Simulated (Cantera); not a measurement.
Standard-state values (1 bar) from the NASA 1993 polynomials, evaluated with Cantera. Values are per mole of reaction as written; species without (g) are pure solids or liquids, kept so even where they would boil at 1 bar. TaC: taken at fixed stoichiometry.

H₂(g) + 2 TaC → C₂H₂(g) + 2 Ta

| T (K) | ΔH° (kJ) | ΔS° (J/K) | ΔG° (kJ) | log10 K |
|---|---|---|---|---|
| 825 | 511.1 | 58.2 | 463.0 | -29.32 |
| 925 | 510.2 | 57.2 | 457.3 | -25.82 |
| 1025 | … | … | … | … |
| 1125 | 508.5 | 55.5 | 446.0 | -20.71 |
| 1225 | 507.6 | 54.8 | 440.5 | -18.78 |
| 1325 | … | … | … | … |
| 1425 | 506.0 | 53.6 | 429.7 | -15.75 |

Question: Some entries are withheld; supply them.

Answer: 
- 1025, ΔH° (kJ): 509.3
- 1025, ΔS° (J/K): 56.3
- 1025, ΔG° (kJ): 451.6
- 1025, log10 K: -23.01
- 1325, ΔH° (kJ): 506.8
- 1325, ΔS° (J/K): 54.2
- 1325, ΔG° (kJ): 435.1
- 1325, log10 K: -17.15
